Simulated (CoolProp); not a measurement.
Vapour pressure (bar) of fluoroethane (R161): the reference equation beside estimates from Tc = 375.2 K, pc = 50.10 bar, ω = 0.216. Clausius-Clapeyron is anchored at 233.6 K with a constant enthalpy of vaporisation of 20.52 kJ/mol.

The numbers come from the reference Helmholtz-energy equation of state, Wu 2012 in CoolProp.

```tsv
T (K)	reference	Lee-Kesler	Clausius-Clapeyron	van der Waals	Redlich-Kwong	Soave-Redlich-Kwong
204.3	0.1860	0.1777	0.2030	2.425	0.3420	[?]
211.6	0.2910	0.2802	0.3079	3.013	0.5182	0.2837
218.9	0.4398	0.4266	0.4543	3.692	0.7585	0.4307
226.2	0.6446	0.6297	0.6537	4.470	[?]	0.6340
233.6	0.9236	0.9081	0.9236	5.366	1.495	0.9120
240.9	1.285	1.270	1.272	6.361	2.017	1.273
248.2	1.749	1.737	1.720	7.473	2.664	1.738
255.5	2.334	2.327	2.285	8.707	3.452	2.326
262.8	3.059	3.059	2.988	10.07	4.398	3.057
270.2	3.958	3.967	3.864	11.58	5.535	3.966
277.5	5.029	5.049	4.914	13.21	[?]	5.051
284.8	6.305	[?]	6.172	14.99	8.368	6.346
292.1	7.809	7.850	7.665	16.90	[?]	7.875
299.4	9.564	9.616	[?]	[?]	12.09	9.663
306.8	11.63	11.69	11.49	21.22	14.35	11.77
```

What belongs in the gaps?


- 204.3, Soave-Redlich-Kwong: 0.1805
- 226.2, Redlich-Kwong: 1.077
- 277.5, Redlich-Kwong: 6.848
- 284.8, Lee-Kesler: 6.336
- 292.1, Redlich-Kwong: 10.11
- 299.4, Clausius-Clapeyron: 9.418
- 299.4, van der Waals: 18.97

Absolute difference from the reference over all 15 rows, mean and median: Lee-Kesler 1.3 and 0.5 %, Clausius-Clapeyron 2.5 and 2.1 %, van der Waals 397.9 and 273.1 %, Redlich-Kwong 50.2 and 47.9 %, Soave-Redlich-Kwong 1.1 and 0.9 %.
